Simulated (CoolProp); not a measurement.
The numbers come from the reference Helmholtz-energy equation of state, Gao 2016 in CoolProp.

Question: For sulfur dioxide, give the phase and the Joule-Thomson coefficient (K/MPa) at 335.7 K and 0.101 MPa.

Answer: 
- 335.7 K and 0.101 MPa: gas; Joule-Thomson coefficient 25.9
